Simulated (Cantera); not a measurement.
A Cantera script and what it prints.

```python
import numpy as np
import cantera as ct

gas_names = """
    H H2 N NH NH2 NH3 N2 N2H2 N2H4 Si SiH SiH2 SiH3 SiH4 SiN Si2 Si2N Si3
""".split()
cond_names = """
    Si(cr) Si(L) Si3N4(a)
""".split()


def load(file, names, dense=False):
    # The tables refer to 1 bar. Condensed volumes are neglected.
    table = {s.name: s for s in ct.Species.list_from_file(file)}
    out = []
    for n in names:
        d = dict(table[n].input_data)
        d["thermo"] = dict(d["thermo"], **{"reference-pressure": 1e5})
        if dense:
            d["equation-of-state"] = {"model": "constant-volume", "density": "1e6 g/cm^3"}
        out.append(ct.Species.from_dict(d))
    return out


gas = ct.Solution(thermo="ideal-gas", species=load("nasa_gas.yaml", gas_names))
cond = {s.name: ct.Solution(thermo="fixed-stoichiometry", species=[s], name=s.name)
        for s in load("nasa_condensed.yaml", cond_names, dense=True)}
atoms = {
    'trisilylamine': {'Si': 3, 'N': 1, 'H': 9},
    'NH3': {'N': 1, 'H': 3},
    'H2': {'H': 2},
}
top_T = {'Si3N4(a)': 2400}  # K; cautious upper limits of use, not melting points


def equilibrate(T, P, feed):
    n = {}
    for name, mol in feed.items():
        for a, k in atoms[name].items():
            n[a] = n.get(a, 0.0) + k * mol
    gas.TPX = T, P, n
    mass = sum(n.values()) * gas.mean_molecular_weight
    gas.equilibrate("TP")
    valid = [c for c in cond.values() if c.min_temp <= T <= top_T.get(c.name, c.max_temp)]
    mix = ct.Mixture([(gas, mass / gas.mean_molecular_weight)] + [(c, 0.0) for c in valid])
    mix.T, mix.P = T, P
    mix.equilibrate("TP", solver="vcs", rtol=1e-11, max_steps=5000)
    return mix


results = []
feed = {'trisilylamine': 1, 'NH3': 0.22, 'H2': 2.2}  # mol
T = 1923.15  # K
P = 10000  # Pa
mix = equilibrate(T, P, feed)
results.append((T, P, feed, dict(zip(mix.species_names, mix.species_moles))))
x = sorted(zip(gas.X, gas.species_names), reverse=True)
print(f"T = {T:g} K  P = {P:g} Pa  gas = {mix.phase_moles(0):.4g} mol")
print("   x: " + "  ".join(f"{s} {v:.3e}" for v, s in x if v > 0.0001))
print("   condensed (mol): " + ("  ".join(f"{mix.phase(i).name} {mix.phase_moles(i):.4g}"
      for i in range(1, mix.n_phases) if mix.phase_moles(i) > 1e-12) or "none"))
```

Result:

```
T = 1923.15 K  P = 10000 Pa  gas = 7.652 mol
   x: H2 9.171e-01  N2 7.971e-02  H 2.856e-03  Si 1.700e-04
   condensed (mol): Si(L) 2.998
```

Cantera equilibrium calculation (NASA polynomials, part measured and part estimated; ideal gas, pure solids and liquids). The feed counts by its element totals alone. Gases not in the tables: Si2H6 and higher silanes.
